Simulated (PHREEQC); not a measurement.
## Acid mine or pickling water

Synthetic water in mg/L, 25 °C, pH 4.13, pe 8.2: Na 318; K 182; Ca 239; Mg 47.7; Cl 352; S(6) as SO4 1210; Cu(2) 0.388.

Valence states are taken as typed.

All values are PHREEQC results (ion-association model, phreeqc.dat), not measurements.

Each row changes one thing in this solution. This is a speciation only: nothing precipitates in the calculation.

| case | ionic strength (mol/kgw) | SO4-2 (mol/kgw) | K+ (mol/kgw) | Ca+2 (mol/kgw) | CaSO4 (mol/kgw) | Mg+2 (mol/kgw) | SI of Gypsum (CaSO4:2H2O) | SI of Sylvite (KCl) |
|---|---|---|---|---|---|---|---|---|
| as made | 0.0449 | 0.00974 | 0.00452 | 0.00428 | 0.00170 | 0.00128 | -0.44 | -5.42 |
| all concentrations times 3 at the same typed pH | 0.125 | 0.0262 | 0.0132 | 0.0115 | (withheld) | 0.00331 | +0.16 | -4.55 |
| temperature from 25 to 80 °C at the same typed pH | 0.0419 | (withheld) | 0.00440 | 0.00412 | 0.00186 | 0.000813 | -0.39 | -5.68 |
| Na from 318 to 159 mg/L | 0.0414 | 0.00980 | 0.00452 | 0.00422 | (withheld) | (withheld) | -0.42 | -5.41 |

Task: Fill in the missing entries.

Result: 
- all concentrations times 3 at the same typed pH, CaSO4 (mol/kgw): 0.00656
- temperature from 25 to 80 °C at the same typed pH, SO4-2 (mol/kgw): 0.00884
- Na from 318 to 159 mg/L, CaSO4 (mol/kgw): 0.00176
- Na from 318 to 159 mg/L, Mg+2 (mol/kgw): 0.00126

Complexes and solids missing from the database can't appear. Some of these states are supersaturated (in Gypsum, for instance). Constants without temperature data keep their 25 °C values here.
